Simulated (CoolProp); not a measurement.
Properties of ammonia at several states.

Values from CoolProp's reference Helmholtz-energy equation of state, Gao 2020.

```json
[
 {"T (°C)": "326.25", "p (MPa)": "0.0594", "phase": "gas", "density (kg/m³)": "0.2031", "cv (kJ/(kg K))": "2.156", "isothermal compressibility (1/MPa)": "16.84", "viscosity (µPa s)": "21.7", "conductivity (mW/(m K))": "68.5", "fugacity coefficient": "0.9996"},
 {"T (°C)": "176.75", "p (MPa)": "0.101", "phase": "gas", "density (kg/m³)": "0.4609", "cv (kJ/(kg K))": "___", "isothermal compressibility (1/MPa)": "9.923", "viscosity (µPa s)": "15.9", "conductivity (mW/(m K))": "___", "fugacity coefficient": "0.9977"},
 {"T (°C)": "404.15", "p (MPa)": "8.91", "phase": "gas", "density (kg/m³)": "27.98", "cv (kJ/(kg K))": "2.359", "isothermal compressibility (1/MPa)": "0.1163", "viscosity (µPa s)": "___", "conductivity (mW/(m K))": "82.3", "fugacity coefficient": "0.9628"}
]
```

### Question
Fill in the missing entries.

### Answer

- 176.75, cv (kJ/(kg K)): 1.881
- 176.75, conductivity (mW/(m K)): 44.9
- 404.15, viscosity (µPa s): 25.1

Viscosity comes from a separate model (Fenghour 1995). Thermal conductivity comes from a separate model (Tufeu 1984).
